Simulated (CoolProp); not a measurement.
Normal hydrogen along the isobar 2.34 MPa: fugacity coefficient from the reference equation and from simpler models built on Tc = -240.0 °C, pc = 1.296 MPa, ω = -0.219; each cubic takes its own stable root.

Computed with CoolProp (reference Helmholtz-energy equation of state, Leachman 2009).

```json
[
 {"T (°C)": "-252.45", "phase": "liquid", "reference": "0.06233", "van der Waals": "0.08468", "Redlich-Kwong": "0.02251", "Soave-Redlich-Kwong": "0.05827"},
 {"T (°C)": "-242.45", "phase": "liquid", "reference": "0.3406", "van der Waals": "0.3812", "Redlich-Kwong": "0.3199", "Soave-Redlich-Kwong": "0.3429"},
 {"T (°C)": "-232.55", "phase": "supercritical", "reference": "0.6845", "van der Waals": "0.6919", "Redlich-Kwong": "0.7024", "Soave-Redlich-Kwong": "0.6660"},
 {"T (°C)": "-222.65", "phase": "supercritical", "reference": "0.8334", "van der Waals": "0.8333", "Redlich-Kwong": "0.8539", "Soave-Redlich-Kwong": "0.8126"},
 {"T (°C)": "-212.65", "phase": "supercritical", "reference": "0.9069", "van der Waals": "0.9041", "Redlich-Kwong": "0.9258", "Soave-Redlich-Kwong": "0.8878"},
 {"T (°C)": "-202.75", "phase": "supercritical", "reference": "0.9474", "van der Waals": "0.9438", "Redlich-Kwong": "0.9635", "Soave-Redlich-Kwong": "0.9305"},
 {"T (°C)": "-192.85", "phase": "supercritical", "reference": "0.9716", "van der Waals": "0.9682", "Redlich-Kwong": "0.9849", "Soave-Redlich-Kwong": "0.9569"},
 {"T (°C)": "-182.85", "phase": "supercritical", "reference": "0.9869", "van der Waals": "0.9839", "Redlich-Kwong": "0.9979", "Soave-Redlich-Kwong": "0.9741"},
 {"T (°C)": "-172.95", "phase": "supercritical", "reference": "0.9967", "van der Waals": "0.9943", "Redlich-Kwong": "1.006", "Soave-Redlich-Kwong": "0.9855"},
 {"T (°C)": "-162.95", "phase": "supercritical", "reference": "1.003", "van der Waals": "1.001", "Redlich-Kwong": "1.011", "Soave-Redlich-Kwong": "0.9935"},
 {"T (°C)": "-153.05", "phase": "supercritical", "reference": "1.008", "van der Waals": "1.006", "Redlich-Kwong": "1.014", "Soave-Redlich-Kwong": "0.9990"}
]
```
